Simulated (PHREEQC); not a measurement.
Dissolve 32 mmol/kgw NaCl at 25 °C. Closed to the air; pH follows from the charge balance.

Computed with PHREEQC (ion-association model, wateq4f.dat).

```
Quantity                Result
--------------  --------------
ionic strength  0.0320 mol/kgw
```

| species | molality | activity | log γ |
|---|---|---|---|
| Cl- | 0.0320 | 0.0269 | -0.075 |
| Na+ | 0.0320 | 0.0271 | -0.071 |
| OH- | 1.17e-7 | 9.82e-8 | -0.076 |
| H+ | 1.17e-7 | 1.02e-7 | -0.060 |

No solid was allowed to form.
